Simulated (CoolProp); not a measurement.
cis-2-butene at several states: Z from the reference equation and from simpler models built on Tc = 162.6 °C, pc = 42.36 bar, ω = 0.202; each cubic takes its own stable root.

Model: reference Helmholtz-energy equation of state, Lemmon 2005, in CoolProp. It is a short technical equation, of lower accuracy than the large ones.

```
T (°C)   p (bar)   phase  reference  van der Waals  Redlich-Kwong  Soave-Redlich-Kwong  Peng-Robinson
-------  -------  ------  ---------  -------------  -------------  -------------------  -------------
35.65       1.62     gas     0.9561         0.9740         0.9650               0.9623         0.9604
-33.75      3.51  liquid    0.01452     (withheld)        0.01599              0.01572     (withheld)
33.65       1.54     gas     0.9573         0.9749         0.9662               0.9635     (withheld)
-29.85     0.174     gas     0.9888         0.9953         0.9931               0.9925         0.9923
-121.95     78.6  liquid     0.4522         0.7476         0.5052               0.5037         0.4499
```

Question: Some entries are withheld; supply them.

Answer: 
- -33.75, van der Waals: 0.02366
- -33.75, Peng-Robinson: 0.01395
- 33.65, Peng-Robinson: 0.9617
